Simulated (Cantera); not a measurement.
An isothermal plug-flow reactor at 925 K and 0.987 atm (inlet), inlet velocity 4 m/s, active area per volume 160 1/m; feed CO : O2 : N2 : H2O = 0.0032 : 0.17 : 0.79 : 0.055 (molar parts), equivalence ratio 0.0094.

Model: Deutschmann's 1995 Pt surface mechanism with GRI-Mech 3.0 gas chemistry, integrated in Cantera. Catalytic surfaces can have several steady states; this one follows from the mechanism file's or the stated starting coverage. Mass transfer to the wall is taken as infinitely fast.

x: gas mole fraction; θ: surface coverage.

```csv
z (m),x CO,x O2,x H2O,x CO2,θ free Pt,θ O*,θ OH*
0.00095,0.00264,0.167,0.0540,0.000507,0.116,0.879,0.00444
0.0018,?,0.167,0.0540,?,0.114,0.881,0.00441
0.0035,0.00170,0.166,0.0541,0.00145,0.111,0.884,0.00436
0.0068,0.00100,0.166,0.0541,0.00215,0.108,0.887,0.00430
0.013,?,0.166,0.0541,?,0.106,0.890,0.00426
0.025,6.64e-5,0.166,0.0541,0.00308,0.104,0.891,0.00424
0.049,2.02e-6,0.166,0.0541,0.00315,0.104,0.892,0.00423
0.095,2.51e-9,0.166,0.0541,0.00315,0.104,0.892,0.00423
```

**Question.** Fill in the missing entries.

**Answer.** 
- 0.0018, x CO: 0.00227
- 0.0018, x CO2: 0.000876
- 0.013, x CO: 0.000389
- 0.013, x CO2: 0.00276
